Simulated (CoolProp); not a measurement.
Vapour-liquid equilibrium of n-heptane (1) + o-xylene (2) at 256 kPa; x and y are mole fractions of (1).

Values from CoolProp's multi-fluid Helmholtz-energy mixture model, Span 2003 and Zhou 2012; pair parameters Bell 2016.

### Question
Give the bubble temperature and the first vapour's composition at x = 0.125, 0.575, 0.725. Is there an azeotrope?

### Answer
x = 0.125: 444.1 K, y = 0.314; x = 0.575: 419.7 K, y = 0.788; x = 0.725: 414.6 K, y = 0.872. No azeotrope shows between x = 0.05 and 0.95.

Pair parameters are fitted to limited data, so mixtures are less certain than the pure fluids.
